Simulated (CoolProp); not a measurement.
Vapour-liquid equilibrium of methanol (1) + m-xylene (2) at 157.95 °C; x and y are mole fractions of (1).

Computed with CoolProp (multi-fluid Helmholtz-energy mixture model, de Reuck 1993 and Zhou 2012; pair parameters Bell 2016).

```tsv
x	bubble pressure (bar)	y at the bubble point	dew pressure at overall composition x (bar)	liquid density (mol/L)
0.05	4.011	0.579	1.732	7.151
0.2	8.362	0.795	2.077	7.898
0.35	10.51	0.840	2.571	8.837
0.5	11.87	0.865	3.363	10.07
0.65	13.11	0.891	4.846	11.77
0.8	14.53	0.926	8.559	14.24
0.95	16.19	0.978	15.36	18.04
```

No azeotrope shows between x = 0.05 and 0.95.

Pair parameters are fitted to limited data, so mixtures are less certain than the pure fluids. With so large a gap from Raoult's law the liquid may split in two, which this calculation doesn't test in full.
